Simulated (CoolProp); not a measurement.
Vapour-liquid equilibrium of carbonyl sulfide (1) + propane (2) at 0.0265 MPa; x and y are mole fractions of (1).

Computed with CoolProp (multi-fluid Helmholtz-energy mixture model, Lemmon 2006 and Lemmon 2009; pair parameters Bell 2016).

Give the bubble temperature and the first vapour's composition at x = 0.05, 0.65, 0.95. Is there an azeotrope?

x = 0.05: -69.3 °C, y = 0.085; x = 0.65: -73.6 °C, y = 0.722; x = 0.95: -75.2 °C, y = 0.965. No azeotrope shows between x = 0.05 and 0.95.

Pair parameters are fitted to limited data, so mixtures are less certain than the pure fluids.
